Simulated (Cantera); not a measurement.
Feed: 1 mol MgO, 1.1 mol NF3, at 1923 K and 130 Pa.

Method: chemical equilibrium by Gibbs-energy minimisation in Cantera with the NASA 1993 tables (ideal gas, pure condensed phases). Candidate condensed phases: Mg, MgF2, MgO; 24 gas species. The numbers say what is thermodynamically allowed, not how fast it happens.

Base state: F 0.387, MgF2 0.298, N2 0.163, O2 0.146, O 0.00383, NO 0.00233 (mole fractions); condensed: gas only.

Question: What changes in the equilibrium state with this change: pressure from 130 Pa to 1330 Pa?

Answer: 
```tsv
species	before	after
F	0.387	0.388
MgF2	0.298	0.298
N2	0.163	0.163
O	0.00383	0.00120
O2	0.146	0.147
F2	1.36e-6	1.40e-5
Mg2F4	7.49e-6	7.70e-5
NO	0.00233	0.00234
```
